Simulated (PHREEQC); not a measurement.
# Leach liquor: speciation

Make-up at 25 °C: 0.0052 mol H2SO4, 0.0056 mol Al2(SO4)3 and 0.06 mol Fe2(SO4)3 per kg of water. Closed to the air; pH follows from the charge balance.

Equilibrium calculation in PHREEQC: ion-association model, phreeqc.dat.

| Property | Value |
|---|---|
| pH | 2.35 |
| ionic strength | 0.195 mol/kgw |
| total alkalinity | -250 meq/kg |

```tsv
species	molality	activity	log γ
FeSO4+	0.0850	0.0630	-0.131
SO4-2	0.0449	0.0132	-0.530
Fe(SO4)2-	0.0244	0.0182	-0.126
HSO4-	0.00760	0.00568	-0.126
AlSO4+	0.00722	0.00527	-0.136
H+	0.00553	0.00441	-0.098
```

This is a speciation only: nothing precipitates in the calculation. Saturation is exceeded, for instance for Hematite (slow to form), Goethite (slow to form); the values hold only as long as no solid forms. Species that the database lacks are ignored.
